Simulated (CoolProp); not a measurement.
The numbers come from the reference Helmholtz-energy equation of state, Tillner-Roth 1997 in CoolProp.

For CH2F2 (R32), give the phase and the cp (kJ/(kg K)), speed of sound (m/s), viscosity (µPa s) at 279.3 K and 0.101 MPa; 331 K and 0.101 MPa; 365.4 K and 0.101 MPa.


- 279.3 K and 0.101 MPa: gas; cp 0.830, speed of sound 234, viscosity 12.5
- 331 K and 0.101 MPa: gas; cp 0.889, speed of sound 253, viscosity 14.8
- 365.4 K and 0.101 MPa: gas; cp 0.939, speed of sound 265, viscosity 16.3

Viscosity comes from a separate model (Bell 2016), an estimate that may be off by 10 % or more.
